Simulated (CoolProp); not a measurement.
Vapour-liquid equilibrium of benzene (1) + m-xylene (2) at 416.3 K; x and y are mole fractions of (1).

Model: multi-fluid Helmholtz-energy mixture model, Thol 2012 and Zhou 2012; pair parameters Bell 2016, in CoolProp.

| x | bubble pressure (MPa) | y at the bubble point | dew pressure at overall composition x (MPa) | liquid density (mol/L) |
|---|---|---|---|---|
| 0.05 | 0.1321 | 0.181 | 0.1177 | 7.168 |
| 0.2 | 0.1888 | 0.505 | 0.1345 | 7.459 |
| 0.35 | 0.2454 | 0.682 | 0.1568 | 7.773 |
| 0.5 | 0.3028 | 0.797 | 0.1876 | 8.110 |
| 0.65 | 0.3615 | 0.878 | 0.2328 | 8.476 |
| 0.8 | 0.4220 | 0.939 | 0.3048 | 8.871 |
| 0.95 | 0.4842 | 0.986 | 0.4354 | 9.300 |

No azeotrope shows between x = 0.05 and 0.95.

Pair parameters are fitted to limited data, so mixtures are less certain than the pure fluids.
